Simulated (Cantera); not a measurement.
**Premixed flame**

A freely propagating, adiabatic, planar premixed flame of CH4 : O2 : N2 : H2O = 1 : 2.04 : 7.67 : 0.85 (molar parts), unburnt at 548 K and 630 Torr; mixture-averaged transport, grid criteria slope 0.08 and curve 0.16, no radiation.

Model: GRI-Mech 3.0 (53 species, 325 reactions), integrated in Cantera. Burning velocities carry a grid error of a few per cent, more on coarse grids.

```csv
z (mm),T (K),u (m/s),x CH4,x O2,x H2O,x H,x CH2CO,x CH3
-1.47,548,0.886,0.0864,0.176,0.0735,<1e-8,<1e-8,1.37e-8
-0.978,550,0.890,0.0861,0.176,0.0737,<1e-8,<1e-8,1.51e-7
-0.734,556,0.903,0.0855,0.175,0.0745,<1e-8,5.96e-8,7.15e-7
-0.489,606,0.988,0.0819,0.171,0.0807,1.13e-7,9.25e-7,6.46e-6
-0.245,949,1.57,0.0601,0.143,0.117,6.71e-5,2.25e-5,0.000249
-0.122,1333,2.22,0.0338,0.106,0.156,0.000571,8.18e-5,0.00150
0,1702,2.86,0.00799,0.0603,0.196,0.00286,9.44e-5,0.00182
0.122,1853,3.11,0.000529,0.0341,0.213,0.00571,1.34e-5,0.000208
0.245,1899,3.17,1.73e-5,0.0255,0.216,0.00671,4.86e-7,7.67e-6
0.489,1954,3.24,2.73e-8,0.0208,0.217,0.00626,<1e-8,1.38e-8
0.978,2020,3.34,<1e-8,0.0178,0.221,0.00463,<1e-8,<1e-8
1.96,2092,3.44,<1e-8,0.0148,0.227,0.00284,<1e-8,<1e-8
3.91,2154,3.53,<1e-8,0.0121,0.232,0.00158,<1e-8,<1e-8
```
x: mole fraction of selected species; z is measured from the peak of heat release.

- laminar burning velocity = 88.5 cm/s
- thermal thickness = 0.489 mm
- peak x(H) = 0.00676
- peak x(CH2CO) = 0.000112
- peak x(CH3) = 0.00225
- grid points = 152
